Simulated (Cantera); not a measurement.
What does this Cantera script print?

```python
import numpy as np
import cantera as ct

gas = ct.Solution("gri30.yaml")


def delay(T, t_max=10):
    gas.TPX = T, 500000, {'CH4': 1, 'H2': 0.1, 'O2': 1.21, 'N2': 5.67, 'H2O': 1.2}
    reactor = ct.IdealGasConstPressureReactor(gas, clone=False)
    net = ct.ReactorNet([reactor])
    net.rtol, net.atol = 1e-8, 1e-16
    while net.time < t_max:
        t_old, T_old = net.time, reactor.T
        net.step()
        if reactor.T > T + 400:  # ignition: a rise of 400 K
            return t_old + (T + 400 - T_old) / (reactor.T - T_old) * (net.time - t_old)
    return np.nan


taus = []
for T in [1050, 1150, 1250, 1350, 1450, 1550, 1650, 1750, 1850]:
    taus.append(delay(T))
    print(f"T0 = {T:6g} K   tau = {taus[-1]:.4e} s")
```

Result:

```
T0 =   1050 K   tau = 1.9127e-02 s
T0 =   1150 K   tau = 7.8783e-03 s
T0 =   1250 K   tau = 3.6878e-03 s
T0 =   1350 K   tau = 1.6541e-03 s
T0 =   1450 K   tau = 6.9721e-04 s
T0 =   1550 K   tau = 2.8483e-04 s
T0 =   1650 K   tau = 1.1867e-04 s
T0 =   1750 K   tau = 5.2772e-05 s
T0 =   1850 K   tau = 2.5693e-05 s
```

Model: GRI-Mech 3.0 (53 species, 325 reactions), integrated in Cantera.
